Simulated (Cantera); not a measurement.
Charge: 1 mol CuF2, 1.4 mol N2, at 1027 °C and 0.00360 bar.

Cantera equilibrium calculation (NASA polynomials, part measured and part estimated; ideal gas, pure solids and liquids). Candidate condensed phases: Cu, CuF2; 11 gas species. Rates play no part.

Base state: N2 0.582, CuF2 0.412, CuF 0.00314, F 0.00314 (mole fractions); condensed: gas only.

### Question
What changes in the equilibrium state with this change: temperature from 1027 °C to 975 °C?

### Answer
| species | before | after |
|---|---|---|
| N2 | 0.582 | 0.582 |
| CuF2 | 0.412 | 0.414 |
| CuF | 0.00314 | 0.00164 |
| F | 0.00314 | 0.00164 |
